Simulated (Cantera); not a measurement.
Mixture: H2 : O2 : N2 = 1 : 0.515 : 3.25 (molar parts), equivalence ratio 0.97, at 18.8 atm, adiabatic and at constant pressure. Ignition delay is the time to a rise of 400 K.

Model: the H2/O2 subset of GRI-Mech 3.0, which has no nitrogen chemistry, integrated in Cantera. The hydrogen kinetics of GRI-Mech 3.0 are dated; newer H2 mechanisms differ, most at raised pressure. The pressure lies above the range GRI-Mech 3.0 was tuned for (to about 10 atm).

### Question
What does this change do: 0.016 parts H2O added?

### Answer
```json
[
 {"quantity": "delay at 1075 K", "before": "1.70 ms", "after": "1.72 ms"},
 {"quantity": "delay at 1150 K", "before": "0.387 ms", "after": "0.396 ms"},
 {"quantity": "delay at 1225 K", "before": "87.1 µs", "after": "91.2 µs"},
 {"quantity": "delay at 1300 K", "before": "15.4 µs", "after": "17.0 µs"},
 {"quantity": "delay at 1375 K", "before": "3.36 µs", "after": "3.58 µs"},
 {"quantity": "delay at 1450 K", "before": "1.72 µs", "after": "1.76 µs"}
]
```

### Question
What does this change do: constant volume in place of constant pressure?

### Answer
| quantity | before | after |
|---|---|---|
| delay at 1075 K | 1.70 ms | 1.58 ms |
| delay at 1150 K | 0.387 ms | 0.365 ms |
| delay at 1225 K | 87.1 µs | 83.7 µs |
| delay at 1300 K | 15.4 µs | 15.0 µs |
| delay at 1375 K | 3.36 µs | 3.24 µs |
| delay at 1450 K | 1.72 µs | 1.64 µs |
